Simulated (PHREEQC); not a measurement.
Make-up at 40 °C: 0.21 mmol/kgw PbCl2 and 0.1 mmol/kgw HNO3. Closed to the air; pH follows from the charge balance.

Equilibrium calculation in PHREEQC: ion-association model, phreeqc.dat.

- pH: 4.01
- ionic strength: 0.000721 mol/kgw
- specific conductance: 136 µS/cm
- total alkalinity: -0.100 meq/kg

```
species  molality  activity   log γ
-------  --------  --------  ------
Cl-      0.000416  0.000403  -0.014
Pb+2     0.000205  0.000181  -0.054
H+       0.000100   9.71e-5  -0.013
NO3-      9.97e-5   9.66e-5  -0.014
PbCl+     4.27e-6   4.14e-6  -0.014
PbNO3+    2.67e-7   2.59e-7  -0.014
PbOH+     3.76e-8   3.64e-8  -0.014
PbCl2     2.02e-9   2.03e-9   0.000
```

No solid was allowed to form. At this temperature some constants are extrapolated from 25 °C, and those without enthalpy data are left unchanged.
